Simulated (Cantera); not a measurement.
## Cr₂O₃ + H₂ (hydrogen reduction and annealing atmospheres)

A closed system holds: 1 mol Cr₂O₃, a varied amount of H₂, equilibrated at 0.000580 bar.

Method: chemical equilibrium by Gibbs-energy minimisation in Cantera with the NASA 1993 tables (ideal gas, pure condensed phases). Candidate condensed phases: Cr, Cr₂O₃, H₂O; 13 gas species. Mutual solubility and eutectic melting of coexisting phases are not modelled. Rates play no part.

Stable condensed phases:

```
T in K \ n(H₂) in mol
          21  39  73 140 250 470 870
   1850    A   A   B   B   B   B   B
   1750    A   A   A   A   B   B   B
   1650    A   A   A   A   A   B   B
   1550    A   A   A   A   A   A   A
   1450    C   C   C   C   C   C   C
   1350    C   C   C   C   C   C   C
   1250    C   C   C   C   C   C   C
   1150    C   C   C   C   C   C   C
   1050    C   C   C   C   C   C   C
```

A: Cr₂O₃; B: gas only; C: Cr + Cr₂O₃.
